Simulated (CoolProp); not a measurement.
Vapour pressure (bar) of n-dodecane: the reference equation beside estimates from Tc = 658.1 K, pc = 18.18 bar, ω = 0.574. Clausius-Clapeyron is anchored at 430 K with a constant enthalpy of vaporisation of 49.48 kJ/mol.

Values from CoolProp's reference Helmholtz-energy equation of state, Lemmon 2004. It is a short technical equation, of lower accuracy than the large ones.

| T (K) | reference | Lee-Kesler | Clausius-Clapeyron |
|---|---|---|---|
| 419 | 0.1319 | 0.1305 | 0.1334 |
| 424.5 | 0.1596 | 0.1581 | 0.1604 |
| 430 | 0.1919 | 0.1904 | 0.1919 |
| 435.6 | 0.2301 | 0.2287 | 0.2293 |
| 441.1 | 0.2734 | 0.2721 | 0.2718 |
| 446.6 | 0.3231 | 0.3221 | 0.3210 |
| 452.2 | 0.3811 | 0.3804 | 0.3786 |
| 457.7 | 0.4459 | 0.4457 | 0.4434 |
| 463.2 | 0.5192 | 0.5197 | 0.5174 |
| 468.7 | 0.6020 | 0.6033 | 0.6016 |

Absolute difference from the reference over all 10 rows, mean and median: Lee-Kesler 0.5 and 0.4 %, Clausius-Clapeyron 0.5 and 0.5 %.
